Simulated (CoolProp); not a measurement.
A closed Brayton cycle with dry air: compressor inlet 310.15 K and 1.5 MPa, high pressure 3.58 MPa, turbine inlet 735 K, compressor efficiency 0.85, turbine efficiency 0.93, recuperator effectiveness 0.9 (on enthalpy, no pinch check). Each further row changes one setting.

Computed with CoolProp (reference Helmholtz-energy equation of state, Lemmon 2000). It is a pseudo-pure fit of the blend.

```csv
case,thermal efficiency (%),net work (kJ/kg),compressor to turbine work,compressor exit (K),turbine exit (K)
as stated,28.6,49.8,0.68,413.3,591.9
turbine inlet 685 K,24.6,39.2,0.73,413.3,550.4
compressor inlet 320.15 K,26.9,46.4,0.70,426.4,591.9
high pressure 3.04 MPa,29.7,45.2,0.65,391.9,616.6
recuperator effectiveness 0.5,20.1,49.8,0.68,413.3,591.9
```
